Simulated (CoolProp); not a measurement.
n-perfluorohexane along the isotherm 25.05 °C: fugacity coefficient from the reference equation and from simpler models built on Tc = 174.9 °C, pc = 1.742 MPa, ω = 0.497; each cubic takes its own stable root.

Model: reference Helmholtz-energy equation of state, Gao 2022, in CoolProp.

| p (MPa) | phase | reference | Redlich-Kwong | Peng-Robinson |
|---|---|---|---|---|
| 0.0551 | liquid | 0.5231 | 0.9668 | 0.5325 |
| 0.0831 | liquid | 0.3476 | ? | 0.3539 |
| 0.125 | liquid | 0.2319 | 0.7404 | 0.2361 |
| 0.189 | liquid | 0.1542 | 0.4928 | 0.1570 |
| 0.285 | liquid | 0.1030 | ? | 0.1049 |
| 0.43 | liquid | 0.06910 | 0.2219 | 0.07038 |
| 0.649 | liquid | 0.04661 | 0.1503 | 0.04749 |
| 0.979 | liquid | 0.03174 | 0.1030 | 0.03235 |
| 1.48 | liquid | 0.02186 | 0.07160 | ? |
| 2.23 | liquid | 0.01542 | 0.05118 | 0.01575 |
| 3.36 | liquid | 0.01121 | 0.03795 | 0.01147 |
| 5.07 | liquid | ? | 0.02968 | 0.008736 |
| 7.65 | liquid | 0.006947 | 0.02517 | 0.007135 |
| 11.5 | liquid | 0.006276 | 0.02403 | 0.006462 |
| 17.4 | liquid | 0.006600 | 0.02728 | 0.006813 |

Problem. Complete the blanks.

Solution. 
- 0.0831, Redlich-Kwong: 0.9499
- 0.285, Redlich-Kwong: 0.3300
- 1.48, Peng-Robinson: 0.02230
- 5.07, reference: 0.008526

At some of these states Redlich-Kwong gives the other phase, because its saturation line lies elsewhere.
